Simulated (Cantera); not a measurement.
A Cantera script and what it prints.

```python
import numpy as np
import cantera as ct

gas_names = """
    Fe FeO Fe(OH)2 H HO2 H2 H2O H2O2 H2S H2SO4 O OH O2 O3 S SH SO SO2 SO3 S2 S2O S8
""".split()
cond_names = """
    Fe(a) Fe(c) Fe(d) Fe(L) FeO(s) FeO(L) Fe(OH)2(s) Fe(OH)3(s) FeS(a) FeS(b) FeS(c) FeS(L) FeSO4(s)
    FeS2(s) Fe2O3(s) Fe2S3O12(s) Fe3O4(s) H2O(s) H2O(L) H2SO4(L) S(cr1) S(cr2) S(L)
""".split()


def load(file, names, dense=False):
    # The tables refer to 1 bar. Condensed volumes are neglected.
    table = {s.name: s for s in ct.Species.list_from_file(file)}
    out = []
    for n in names:
        d = dict(table[n].input_data)
        d["thermo"] = dict(d["thermo"], **{"reference-pressure": 1e5})
        if dense:
            d["equation-of-state"] = {"model": "constant-volume", "density": "1e6 g/cm^3"}
        out.append(ct.Species.from_dict(d))
    return out


gas = ct.Solution(thermo="ideal-gas", species=load("nasa_gas.yaml", gas_names))
cond = {s.name: ct.Solution(thermo="fixed-stoichiometry", species=[s], name=s.name)
        for s in load("nasa_condensed.yaml", cond_names, dense=True)}
atoms = {
    'FeS2': {'Fe': 1, 'S': 2},
    'H2S': {'H': 2, 'S': 1},
    'H2O': {'H': 2, 'O': 1},
    'SO3': {'S': 1, 'O': 3},
}
top_T = {'FeSO4(s)': 950, 'FeS2(s)': 1010, 'Fe2O3(s)': 1830, 'Fe2S3O12(s)': 1100, 'Fe3O4(s)': 1870}  # K; cautious upper limits of use, not melting points


def equilibrate(T, P, feed):
    n = {}
    for name, mol in feed.items():
        for a, k in atoms[name].items():
            n[a] = n.get(a, 0.0) + k * mol
    gas.TPX = T, P, n
    mass = sum(n.values()) * gas.mean_molecular_weight
    gas.equilibrate("TP")
    valid = [c for c in cond.values() if c.min_temp <= T <= top_T.get(c.name, c.max_temp)]
    mix = ct.Mixture([(gas, mass / gas.mean_molecular_weight)] + [(c, 0.0) for c in valid])
    mix.T, mix.P = T, P
    mix.equilibrate("TP", solver="vcs", rtol=1e-11, max_steps=5000)
    return mix


results = []
feed = {'FeS2': 1, 'H2S': 0.11, 'H2O': 2.3, 'SO3': 0.87}  # mol
T = 1298.15  # K
P = 110000  # Pa
mix = equilibrate(T, P, feed)
results.append((T, P, feed, dict(zip(mix.species_names, mix.species_moles))))
x = sorted(zip(gas.X, gas.species_names), reverse=True)
print(f"T = {T:g} K  P = {P:g} Pa  gas = {mix.phase_moles(0):.4g} mol")
print("   x: " + "  ".join(f"{s} {v:.3e}" for v, s in x if v > 1e-06))
print("   condensed (mol): " + ("  ".join(f"{mix.phase(i).name} {mix.phase_moles(i):.4g}"
      for i in range(1, mix.n_phases) if mix.phase_moles(i) > 1e-12) or "none"))
```

Output:

```
T = 1298.15 K  P = 110000 Pa  gas = 4.003 mol
   x: H2O 5.642e-01  SO2 3.290e-01  S2 6.441e-02  H2S 2.830e-02  H2 9.460e-03  S2O 3.937e-03  SO 5.340e-04  SH 1.584e-04
   condensed (mol): FeS(c) 1
```

Cantera equilibrium calculation (NASA polynomials, part measured and part estimated; ideal gas, pure solids and liquids). FeS: taken at fixed stoichiometry. Gases not in the tables: S3 to S7.
